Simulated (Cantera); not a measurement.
An isothermal, constant-pressure homogeneous reactor starts with 1.51 % CH4, 94.1 % H2, 4.42 % H, at 1700 K and 165 Torr.

Detailed kinetics in Cantera: GRI-Mech 3.0 (53 species, 325 reactions). GRI-Mech 3.0 stops at C3 and has no aromatics, soot or wall deposition, so with more carbon than oxygen in the feed, carbon stays in small species such as C2H2 where larger ones or solid carbon would form.

x: mole fraction; the columns are a selection and need not sum to one.

```tsv
t (s)	x CH4	x H2	x H	x C2H2	x C2H6	x CH2
2.00e-5	0.00931	0.961	0.0248	0.000550	3.05e-5	3.95e-5
0.000136	0.0106	0.979	0.00728	0.00146	1.41e-5	8.05e-6
0.000921	0.0113	0.985	0.00124	0.00183	2.84e-6	3.42e-7
0.00625	0.0113	0.986	0.000330	0.00195	5.35e-7	2.58e-8
0.0424	0.0109	0.987	0.000306	?	?	?
0.288	0.00865	0.988	0.000308	0.00326	2.88e-7	1.73e-8
1.95	0.00387	0.990	0.000313	0.00560	7.00e-8	8.05e-9
13.3	0.00221	0.991	0.000315	0.00642	3.34e-8	4.67e-9
90.0	0.00221	0.991	0.000315	0.00642	3.33e-8	4.66e-9
```

Problem. What belongs in the gaps?

Solution. 
- 0.0424, x C2H2: 0.00217
- 0.0424, x C2H6: 4.44e-7
- 0.0424, x CH2: 2.15e-8
